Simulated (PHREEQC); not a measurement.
**Buffer: speciation**

A solution holds 0.11 mol/kgw KH2PO4 and 0.2 mol/kgw Na2HPO4, at 49 °C. It is in equilibrium with CO2 at log p = -2 (atm). Otherwise closed; pH follows from the charge balance.

All values are PHREEQC results (ion-association model, phreeqc.dat), not measurements.

Precipitation was switched off in this run.

Task: Estimate the pH, activity of water.

Result: pH 6.78; activity of water 0.987.

Task: In which forms is P present?

Result: HPO4-2 55 %, H2PO4- 36 %, NaHPO4- 7.8 %, KHPO4- 1.9 % of the P.

Away from 25 °C the constants follow the database's enthalpies or fits; those with neither stay at their 25 °C values.
